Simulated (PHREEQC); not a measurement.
Synthetic water in mmol/kgw, 20 °C, pH 3.58, pe 11.9:

```json
[
 {"constituent": "Na", "mmol/kgw": "23"},
 {"constituent": "K", "mmol/kgw": "0.355"},
 {"constituent": "Ca", "mmol/kgw": "2.38"},
 {"constituent": "Mg", "mmol/kgw": "5.05"},
 {"constituent": "Cl", "mmol/kgw": "11.8"},
 {"constituent": "S(6)", "mmol/kgw": "13.3"},
 {"constituent": "Pb", "mmol/kgw": "0.0156"},
 {"constituent": "Ni", "mmol/kgw": "0.0255"}
]
```

Valence states are taken as typed.

Equilibrium calculation in PHREEQC: ion-association model, wateq4f.dat.

Task: The ionic strength comes out as 0.0485 mol/kgw. What activity coefficients do KSO4-, Na+, SO4-2, H+, PbCl+ get?

Result: KSO4- 0.83, Na+ 0.83, SO4-2 0.47, H+ 0.86, PbCl+ 0.82.

This is a speciation only: nothing precipitates in the calculation. Species that the database lacks are ignored.
